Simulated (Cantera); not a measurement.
What does this Cantera script print?

```python
import numpy as np
import cantera as ct

gas_names = """
    F FO FO2 F2 F2O Mg MgF MgF2 MgN MgO Mg2 Mg2F4 N NF NF2 NF3 NO NO2 NO3 N2 N2O O O2 O3
""".split()
cond_names = """
    Mg(cr) Mg(L) MgF2(s) MgF2(L) MgO(s) MgO(L)
""".split()


# ... load() reads the species with a 1 bar reference pressure and builds the phases ...
atoms = {
    'MgF2': {'Mg': 1, 'F': 2},
    'O2': {'O': 2},
    'N2': {'N': 2},
}
top_T = {}  # K; cautious upper limits of use, not melting points


# ... equilibrate(T, P, feed) seeds the gas with the atoms and calls Mixture.equilibrate('TP', solver="vcs", rtol=1e-11, max_steps=5000) ...
results = []
feed = {'MgF2': 1, 'O2': 4.1, 'N2': 1.1}  # mol
T = 1148.15  # K
P = 3.6  # Pa
mix = equilibrate(T, P, feed)
results.append((T, P, feed, dict(zip(mix.species_names, mix.species_moles))))
x = sorted(zip(gas.X, gas.species_names), reverse=True)
print(f"T = {T:g} K  P = {P:g} Pa  gas = {mix.phase_moles(0):.4g} mol")
print("   x: " + "  ".join(f"{s} {v:.3e}" for v, s in x if v > 1e-05))
print("   condensed (mol): " + ("  ".join(f"{mix.phase(i).name} {mix.phase_moles(i):.4g}"
      for i in range(1, mix.n_phases) if mix.phase_moles(i) > 1e-12) or "none"))
```

Result:

```
T = 1148.15 K  P = 3.6 Pa  gas = 5.201 mol
   x: O2 7.883e-01  N2 2.114e-01  MgF2 1.508e-04  NO 1.297e-04
   condensed (mol): MgF2(s) 0.9992  MgO(s) 1.162e-07
```

Cantera equilibrium calculation (NASA polynomials, part measured and part estimated; ideal gas, pure solids and liquids).
